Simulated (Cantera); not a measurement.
**TEOS + O3 (silicon oxide and oxynitride deposition)**

Input: 1 mol TEOS, a varied amount of O3, at 1398.15 K and 24.0 Torr.

Method: chemical equilibrium by Gibbs-energy minimisation in Cantera with the NASA 1993 tables (ideal gas, pure condensed phases). Candidate condensed phases: C, C6H6, C7H8, C8H18, H2O, Si, SiC, SiO2; 123 gas species. The feed counts by its element totals alone. The tables hold silica as quartz up to 1696 K and as liquid above; real silica turns to tridymite and cristobalite and melts near 1996 K. Gases not in the tables: Si(OH)4. Equilibrium is a limit: real reactors are often held back by kinetics, nucleation or transport.

From 0.08 mol O3 to 1.8 mol O3 the condensed part is C(graphite) + SiO2(β-quartz). From 2.6 mol O3 to 5.7 mol O3 the condensed part is SiO2(β-quartz).

| n(O3) (mol) | x H2 | x CO | x H2O | x CO2 | x SiO | n C(graphite) | n SiO2(β-quartz) |
|---|---|---|---|---|---|---|---|
| 0.08 | 0.817 | 0.183 | 1.81e-5 | 1.88e-6 | 0.000102 | 5.76 | 0.999 |
| 0.12 | 0.809 | 0.191 | 1.87e-5 | 2.04e-6 | 9.76e-5 | 5.64 | 0.999 |
| 0.17 | 0.799 | 0.201 | 1.94e-5 | 2.25e-6 | 9.29e-5 | 5.49 | 0.999 |
| 0.26 | 0.782 | 0.218 | 2.06e-5 | 2.65e-6 | 8.57e-5 | 5.22 | 0.999 |
| 0.38 | 0.761 | 0.239 | 2.20e-5 | 3.20e-6 | 7.80e-5 | 4.86 | 0.999 |
| 0.56 | 0.731 | 0.269 | 2.38e-5 | 4.05e-6 | 6.93e-5 | 4.32 | 0.999 |
| 0.82 | 0.691 | 0.308 | 2.58e-5 | 5.32e-6 | 6.05e-5 | 3.54 | 0.999 |
| 1.2 | 0.641 | 0.359 | 2.78e-5 | 7.21e-6 | 5.19e-5 | 2.40 | 0.999 |
| 1.8 | 0.575 | 0.425 | 2.96e-5 | 1.01e-5 | 4.38e-5 | 0.599 | 0.999 |
| 2.6 | 0.484 | 0.416 | 0.0716 | 0.0284 | 1.53e-8 | 0 | 1.00 |
| 3.9 | 0.340 | 0.344 | 0.216 | 0.101 | 3.55e-9 | 0 | 1.00 |
| 5.7 | 0.168 | 0.215 | 0.387 | 0.229 | 9.79e-10 | 0 | 1.00 |
x: gas mole fraction; n: condensed amount in mol.
